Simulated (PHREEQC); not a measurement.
Model water analysis in mg/kgw, 20 °C, pH 6.5: Na 11200; K 1920; Ca 520; Mg 69.6; Cl 17900; S(6) as SO4 2570; Alkalinity as HCO3 1.86.

Valence states are taken as typed.

Equilibrium calculation in PHREEQC: Pitzer model, pitzer.dat.

Each row changes one thing in this solution. This is a speciation only: nothing precipitates in the calculation.

```tsv
case	HCO3- (mol/kgw)	CO2 (mol/kgw)	HSO4- (mol/kgw)	CO3-2 (mol/kgw)	MgOH+ (mol/kgw)	MgCO3 (mol/kgw)	SI of Gypsum (CaSO4:2H2O)	SI of Halite (NaCl)
as made	3.09e-5	1.41e-5	1.12e-7	2.22e-8	2.22e-9	1.47e-9	-0.52	-2.53
temperature from 20 to 80 °C at the same typed pH	2.99e-5	1.09e-5	6.32e-7	[?]	1.66e-7	4.20e-9	-0.48	-2.60
pH from 6.5 to 6 at the same alkalinity	[?]	[?]	3.55e-7	[?]	7.03e-10	[?]	-0.52	-2.53
```

**Question.** Fill in the missing entries.

**Answer.** 
- temperature from 20 to 80 °C at the same typed pH, CO3-2 (mol/kgw): 3.94e-8
- pH from 6.5 to 6 at the same alkalinity, HCO3- (mol/kgw): 3.21e-5
- pH from 6.5 to 6 at the same alkalinity, CO2 (mol/kgw): 4.64e-5
- pH from 6.5 to 6 at the same alkalinity, CO3-2 (mol/kgw): 7.28e-9
- pH from 6.5 to 6 at the same alkalinity, MgCO3 (mol/kgw): 4.84e-10

Away from 25 °C the constants follow the database's enthalpies or fits; those with neither stay at their 25 °C values.
